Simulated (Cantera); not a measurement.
Mixture: 4.18 % CH₄, 12.5 % O₂, 81.0 % N₂, 2.34 % H₂O, equivalence ratio 0.67, at 0.987 atm, adiabatic and at constant volume. Ignition delay is the time to a rise of 400 K.

Computed with Cantera and GRI-Mech 3.0 (53 species, 325 reactions).

Question: Predict: delay at 1300 K; delay at 1400 K; delay at 1500 K; delay at 1600 K; apparent activation energy between 1550 and 1650 K.

Answer: 
- delay at 1300 K: 16.4 ms
- delay at 1400 K: 4.77 ms
- delay at 1500 K: 1.59 ms
- delay at 1600 K: 0.624 ms
- apparent activation energy between 1550 and 1650 K: 180 kJ/mol
